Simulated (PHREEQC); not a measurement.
KOH is added in steps, without added water, to 1 kg of water holding 0.012 mol H3PO4 and 4.9e-05 mol Na2HPO4, at 25 °C. O2 is buffered at 0.21 atm. CO2 from the air is kept out. No solid was allowed to form.

Base run: PHREEQC, ion-association model, wateq4f.dat. Each further column changes one thing. The table gives H3PO4 (mol/kgw).

```
KOH added (mol)      base  database phreeqc.dat  Debye-Hückel limiting law  Davies equation for every ion  all activity coefficients set to 1
---------------  --------  --------------------  -------------------------  -----------------------------  ----------------------------------
0                 0.00542               0.00542                    0.00536                        0.00540                             0.00575
0.002333          0.00462               0.00462                    0.00455                        0.00459                             0.00492
0.005833          0.00319               0.00319                    0.00313                        0.00317                             0.00342
0.008167          0.00207               0.00207                    0.00203                        0.00206                             0.00223
0.01167          0.000172              0.000172                   0.000169                       0.000171                            0.000185
0.014             5.79e-7               5.79e-7                    6.07e-7                        5.81e-7                             4.56e-7
0.01633           1.64e-7               1.64e-7                    1.74e-7                        1.64e-7                             1.26e-7
0.01983           2.79e-8               2.79e-8                    3.01e-8                        2.80e-8                             2.08e-8
0.02217           4.25e-9               4.25e-9                    4.64e-9                        4.27e-9                             3.12e-9
0.02567                 0                     0                          0                              0                                   0
0.028                   0                     0                          0                              0                                   0
```

H3PO4, which wateq4f.dat lacks, is added to it with the constant of phreeqc.dat.  phreeqc.dat and wateq4f.dat share most of their constants, so their agreement is no independent check.
